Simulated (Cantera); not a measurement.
**Adiabatic ignition**

An adiabatic, constant-volume homogeneous reactor starts with 4.59 % C₂H₄, 18.8 % O₂, 71.1 % N₂, 5.50 % CO₂, equivalence ratio 0.73, at 1373 K and 9.10 bar.

Detailed kinetics in Cantera: GRI-Mech 3.0 (53 species, 325 reactions). GRI-Mech 3.0 was tuned for natural gas; its chemistry of ethylene as a main component is partial and can be far from experiment.

```
t (s)     T (K)  P (bar)  x C₂H₄    x O₂   x CO₂      x OH     x N₂O
--------  -----  -------  ------  ------  ------  --------  --------
3.00e-6    1373     9.10  0.0459   0.188  0.0550  2.14e-10    <1e-12
1.08e-5    1373     9.10  0.0458   0.188  0.0550   7.98e-9  1.39e-12
3.87e-5    2891     19.6  <1e-12  0.0578   0.119    0.0129   4.04e-6
0.000139   2878     19.4  <1e-12  0.0536   0.119    0.0123   4.06e-6
0.000500   2865     19.3  <1e-12  0.0499   0.120    0.0117   4.21e-6
0.00180    2863     19.3  <1e-12  0.0496   0.120    0.0117   4.22e-6
0.00646    2863     19.3  <1e-12  0.0496   0.120    0.0117   4.22e-6
0.0232     2863     19.3  <1e-12  0.0496   0.120    0.0117   4.22e-6
0.0835     2863     19.3  <1e-12  0.0496   0.120    0.0117   4.22e-6
0.300      2863     19.3  <1e-12  0.0496   0.120    0.0117   4.22e-6
```
x: mole fraction; the columns are a selection and need not sum to one.

| Quantity | Value |
|---|---|
| time of steepest temperature rise | 25.9 µs |
| temperature at 0.300 s | 2863 K |
| equilibrium temperature | 2863 K |
| x(C₂H₄) at 0.300 s | <1e-12 (gas-phase equilibrium <1e-12) |
| x(O₂) at 0.300 s | 0.0496 (gas-phase equilibrium 0.0496) |
| x(CO₂) at 0.300 s | 0.120 (gas-phase equilibrium 0.120) |
